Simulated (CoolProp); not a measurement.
Properties of fluorine along the isobar 56.8 bar (Tc = 144.4 K, pc = 52.40 bar, ω = 0.045).

Values from CoolProp's reference Helmholtz-energy equation of state, de Reuck 1990.

```csv
T (K),phase,speed of sound (m/s),Joule-Thomson coefficient (K/MPa),isothermal compressibility (1/MPa),expansivity (1/kK)
109.3,liquid,649.8,-0.1516,0.003730,6.187
113,liquid,618.3,-0.1168,0.004353,6.651
116.6,liquid,586.6,-0.07554,0.005128,7.201
120.2,liquid,553.5,-0.02433,0.006149,7.889
123.9,liquid,517.8,[?],0.007593,8.810
127.5,liquid,480.7,0.1284,0.009629,[?]
131.2,liquid,439.4,0.2486,0.01289,11.85
134.8,liquid,394.8,0.4167,0.01839,14.66
138.4,liquid,343.6,0.6786,0.02959,19.77
142.1,liquid,[?],1.180,0.06358,32.95
145.7,supercritical,175.5,2.880,[?],[?]
149.4,supercritical,168.3,5.979,0.5476,67.04
153,supercritical,178.8,6.080,0.3760,[?]
156.6,supercritical,186.4,5.942,0.3159,26.10
160.3,supercritical,192.8,5.738,0.2830,20.80
163.9,supercritical,198.4,5.525,0.2627,17.60
```

Problem. Some entries are withheld; supply them.

Solution. 
- 123.9, Joule-Thomson coefficient (K/MPa): 0.04277
- 127.5, expansivity (1/kK): 10.03
- 142.1, speed of sound (m/s): 278.1
- 145.7, isothermal compressibility (1/MPa): 0.5739
- 145.7, expansivity (1/kK): 176.6
- 153, expansivity (1/kK): 36.17
